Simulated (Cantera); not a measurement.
Input: 1 mol Al2O3, 0.098 mol C, 3.8 mol N2, at 10.0 mbar.

These are equilibrium values from Cantera (NASA tables, ideal gas, pure condensed phases), not measurements of a reactor. Candidate condensed phases: Al, AlN, Al2O3, C; 32 gas species. The numbers say what is thermodynamically allowed, not how fast it happens.

**Question.** Which condensed phases are stable at each of these points (T (K)): 2023, 2073, 2123, 2173, 2223, 2273, 2323, 2373, 2423, 2473, 2523, 2573?

**Answer.** 
```json
[
 {"T (K)": "2023", "condensed phases": "Al2O3(s)", "Al condensed (%)": "96.0"},
 {"T (K)": "2073", "condensed phases": "Al2O3(s)", "Al condensed (%)": "96.0"},
 {"T (K)": "2123", "condensed phases": "Al2O3(s)", "Al condensed (%)": "96.0"},
 {"T (K)": "2173", "condensed phases": "Al2O3(s)", "Al condensed (%)": "96.1"},
 {"T (K)": "2223", "condensed phases": "Al2O3(s)", "Al condensed (%)": "96.1"},
 {"T (K)": "2273", "condensed phases": "Al2O3(s)", "Al condensed (%)": "96.1"},
 {"T (K)": "2323", "condensed phases": "Al2O3(s)", "Al condensed (%)": "96.1"},
 {"T (K)": "2373", "condensed phases": "Al2O3(l)", "Al condensed (%)": "96.1"},
 {"T (K)": "2423", "condensed phases": "Al2O3(l)", "Al condensed (%)": "96.1"},
 {"T (K)": "2473", "condensed phases": "Al2O3(l)", "Al condensed (%)": "96.1"},
 {"T (K)": "2523", "condensed phases": "Al2O3(l)", "Al condensed (%)": "96.0"},
 {"T (K)": "2573", "condensed phases": "Al2O3(l)", "Al condensed (%)": "95.9"}
]
```

From 2023 K to 2323 K the condensed part is Al2O3(s). From 2373 K to 2573 K the condensed part is Al2O3(l).
